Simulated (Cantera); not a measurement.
A perfectly stirred reactor is fed with H2 : O2 : N2 : NO = 1 : 1.06 : 4 : 0.014 (molar parts), at 0.490 bar; it is adiabatic with a 450 K inlet, and is followed from long to short residence time, starting on the burning branch (τ in s: 0.058, 0.021, 0.008, 0.003, 0.0011, 0.00041, 0.00015, 5.7e-05, 2.1e-05).

Detailed kinetics in Cantera: GRI-Mech 3.0 (53 species, 325 reactions). The mechanism lacks 2 NO + O2 → 2 NO2 and HONO, so NO2 and the effect of NO are under-described below about 1400 K.

Predict: blow-out, bracketed by the residence times tried; x(H2) at τ = 58.0 ms; x(O2) at τ = 58.0 ms; x(NO) at τ = 58.0 ms; x(NO2) at τ = 58.0 ms; x(OH) at τ = 58.0 ms; x(H2) at τ = 1.10 ms; x(O2) at τ = 1.10 ms; x(NO) at τ = 1.10 ms; x(NO2) at τ = 1.10 ms; x(OH) at τ = 1.10 ms.


* **blow-out, bracketed by the residence times tried**: burning at 0.150 ms, out at 57.0 µs
* **x(H2) at τ = 58.0 ms**: 0.000470
* **x(O2) at τ = 58.0 ms**: 0.0998
* **x(NO) at τ = 58.0 ms**: 0.00251
* **x(NO2) at τ = 58.0 ms**: 2.48e-6
* **x(OH) at τ = 58.0 ms**: 0.00232
* **x(H2) at τ = 1.10 ms**: 0.00547
* **x(O2) at τ = 1.10 ms**: 0.0990
* **x(NO) at τ = 1.10 ms**: 0.00249
* **x(NO2) at τ = 1.10 ms**: 7.69e-7
* **x(OH) at τ = 1.10 ms**: 0.00616
